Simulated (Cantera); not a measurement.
Input: 1 mol SiH4, 0.12 mol O3, at 0.0100 bar.

Method: chemical equilibrium by Gibbs-energy minimisation in Cantera with the NASA 1993 tables (ideal gas, pure condensed phases). Candidate condensed phases: H2O, Si, SiO2; 18 gas species. Mutual solubility and eutectic melting of coexisting phases are not modelled. The tables hold silica as quartz up to 1696 K and as liquid above; real silica turns to tridymite and cristobalite and melts near 1996 K. Equilibrium is a limit: real reactors are often held back by kinetics, nucleation or transport.

Over these rows the condensed part is Si(s) + SiO2(β-quartz). Partial pressures as log10 of bar:

```json
[
 {"T (K)": "1198", "1000/T (1/K)": "0.8347", "log p SiO": "-6.30", "log p H2": "-2.00"},
 {"T (K)": "1248", "1000/T (1/K)": "0.8013", "log p SiO": "?", "log p H2": "-2.00"},
 {"T (K)": "1298", "1000/T (1/K)": "0.7704", "log p SiO": "-5.14", "log p H2": "-2.00"},
 {"T (K)": "1348", "1000/T (1/K)": "0.7418", "log p SiO": "-4.63", "log p H2": "-2.00"},
 {"T (K)": "1398", "1000/T (1/K)": "0.7153", "log p SiO": "-4.15", "log p H2": "-2.00"},
 {"T (K)": "1448", "1000/T (1/K)": "0.6906", "log p SiO": "-3.71", "log p H2": "-2.01"}
]
```

Question: Fit log p(SiO) = a + b·(1000/T) to the five rows, give the apparent enthalpy, and predict the row at 1248 K.

Answer: Means: 1000/T = 0.7506, log p = -4.786. Sxy = -0.222720, Sxx = 0.0123884, so b = -17.98 and a = -4.786 − (-17.98)×0.7506 = 8.71.
Apparent enthalpy: −19.145 × (-17.98) = 344 kJ/mol. The condensed phases alone fix this pressure, through 1/2 Si(s) + 1/2 SiO2(β-quartz) = SiO(g), so the slope is that reaction's ΔH° and the other gases don't enter. The five rows lie within 0.01 of the line.
Prediction at 1248 K: 8.71 + (-17.98)×0.8013 = -5.70. The computed value is -5.69, 0.01 from the line.
